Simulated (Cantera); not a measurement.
## Thermodynamics of abatement and gas-phase synthesis, feed HCl + O2

Feed: 1 mol HCl, 3.9 mol O2, held at 2752 °C.

Cantera equilibrium calculation (NASA polynomials, part measured and part estimated; ideal gas, pure solids and liquids). Candidate condensed phases: H2O; 14 gas species. The ideal-gas law is rough above about 30 bar. Kinetics and transport are ignored.

From 10.0 Pa to 300 bar nothing is condensed.

```csv
P (Pa),x O,x O2,x Cl,x HCl,x H,x OH,x H2O,x Cl2
10,0.791,0.00412,0.102,5.29e-5,0.102,0.000455,4.71e-7,1.05e-8
52,0.771,0.0204,0.104,0.000278,0.101,0.00229,1.23e-5,5.65e-8
280,0.690,0.0878,0.111,0.00154,0.0978,0.0107,0.000297,3.45e-7
1400,0.510,0.240,0.124,0.00700,0.0793,0.0320,0.00361,2.18e-6
7600,0.294,0.433,0.136,0.0216,0.0414,0.0522,0.0167,1.41e-5
40000,0.148,0.575,0.135,0.0416,0.0152,0.0508,0.0315,7.27e-5
210000,0.0690,0.659,0.124,0.0624,0.00475,0.0388,0.0393,0.000322
1100000,0.0312,0.706,0.107,0.0820,0.00138,0.0267,0.0412,0.00126
5700000,0.0140,0.733,0.0862,0.0980,0.000394,0.0177,0.0404,0.00425
30000000,0.00617,0.751,0.0622,0.107,0.000113,0.0118,0.0406,0.0116
```
x: gas mole fraction; nothing condenses.
